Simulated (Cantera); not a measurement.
Charge: 1 mol Fe(CO)₅, 0.029 mol O₂, 6.2 mol N₂, equilibrated at 458 Torr.

Cantera equilibrium calculation (NASA polynomials, part measured and part estimated; ideal gas, pure solids and liquids). Candidate condensed phases: C, Fe, Fe(CO)₅, FeO, Fe₂O₃, Fe₃O₄; 27 gas species. The tables' stoichiometric FeO is somewhat more stable than real wüstite, so its field is too wide. FeO: taken at fixed stoichiometry. Condensed phases not in the tables: cementite and carbon dissolved in iron. Rates play no part.

x: gas mole fraction; n: condensed amount in mol.

| T (K) | x N₂ | x CO | x CO₂ | x Fe | n C(graphite) | n FeO(s) | n Fe(α) | n Fe(γ) |
|---|---|---|---|---|---|---|---|---|
| 923 | 0.666 | 0.231 | 0.103 | <1e-12 | [?] | 1.00 | 0 | 0 |
| 973 | 0.590 | 0.340 | 0.0706 | <1e-12 | [?] | 0 | 1.00 | 0 |
| 1023 | 0.570 | 0.396 | 0.0342 | <1e-12 | [?] | 0 | 1.00 | 0 |
| 1073 | 0.559 | 0.425 | 0.0155 | <1e-12 | [?] | 0 | 1.00 | 0 |
| 1123 | 0.555 | 0.438 | 0.00708 | 5.11e-12 | [?] | 0 | 1.00 | 0 |
| 1173 | 0.554 | 0.441 | 0.00518 | 3.22e-11 | 0 | 0 | 1.00 | 0 |
| 1223 | 0.554 | 0.441 | 0.00518 | 1.73e-10 | 0 | 0 | 0 | 1.00 |
| 1273 | 0.554 | 0.441 | 0.00518 | 8.16e-10 | 0 | 0 | 0 | 1.00 |
| 1323 | 0.554 | 0.441 | 0.00518 | 3.41e-9 | 0 | 0 | 0 | 1.00 |
| 1373 | 0.554 | 0.441 | 0.00518 | 1.28e-8 | 0 | 0 | 0 | 1.00 |
| 1423 | 0.554 | 0.441 | 0.00518 | 4.37e-8 | 0 | 0 | 0 | 1.00 |

Question: Some entries are withheld; supply them.

Answer: 
- 923, n C(graphite): 1.90
- 973, n C(graphite): 0.685
- 1023, n C(graphite): 0.315
- 1073, n C(graphite): 0.114
- 1123, n C(graphite): 0.0211
